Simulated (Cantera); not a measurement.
A perfectly stirred reactor is fed with NH3 : H2 = 1 : 0.58 (molar parts), at 113 Torr; it is held at 2248 K, and followed from long to short residence time.

Detailed kinetics in Cantera: the gas-phase N/H chemistry of the illustrative SiF4/NH3 mechanism in the Surface Chemkin manual (1991). Walls and surfaces, which speed up NH3 decomposition in real reactors, are not modelled.

Task: What does this change do: H2 0.58 to 5.6 parts?

Result: 
| quantity | before | after |
|---|---|---|
| x(NH3) at τ = 8.60 s | 0.000336 | 0.000197 |
| x(H2) at τ = 8.60 s | 0.792 | 0.917 |
| x(N2H4) at τ = 8.60 s | 4.84e-12 | 1.65e-12 |
| x(N2H2) at τ = 8.60 s | 4.55e-9 | 1.47e-9 |
| x(NH2) at τ = 8.60 s | 2.05e-5 | 1.19e-5 |
| x(NH3) at τ = 44.0 ms | 0.175 | 0.0512 |
| x(H2) at τ = 44.0 ms | 0.683 | 0.902 |
| x(N2H4) at τ = 44.0 ms | 1.47e-8 | 2.88e-9 |
| x(N2H2) at τ = 44.0 ms | 2.63e-6 | 6.77e-7 |
| x(NH2) at τ = 44.0 ms | 0.00112 | 0.000497 |
